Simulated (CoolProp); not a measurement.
Saturation properties of isobutane (Tc = 134.7 °C, pc = 3.629 MPa, ω = 0.184).

Values from CoolProp's reference Helmholtz-energy equation of state, Bücker 2006.

```tsv
T (°C)	p (MPa)	liquid density (kg/m³)	enthalpy of vaporisation (kJ/kg)	vapour Z	surface tension (mN/m)	liquid conductivity (mW/(m K))
50.35	0.6908	516.9	298.3	0.8411	7.24	80.6
56.75	0.8057	507.6	289.5	0.8230	6.56	78.6
63.05	0.9320	498.0	280.4	0.8038	5.91	76.7
69.45	1.075	487.9	270.5	0.7828	5.26	74.8
75.85	1.233	477.2	259.9	0.7602	4.62	72.9
82.25	1.407	465.9	248.5	0.7358	4.00	71.2
88.55	1.596	453.9	236.3	0.7098	3.40	69.5
94.95	1.806	440.8	222.7	0.6810	2.81	67.8
101.35	2.037	426.5	207.7	0.6495	2.25	66.2
107.75	2.289	410.5	190.9	0.6144	1.71	64.7
114.05	2.559	392.4	171.7	0.5753	1.22	63.3
120.45	2.859	370.2	148.4	0.5288	0.755	62.1
```

It boils at -11.7 °C under 1 atm.

Thermal conductivity comes from a separate model (Perkins 2002). Surface tension comes from a separate correlation (Mulero 2012).
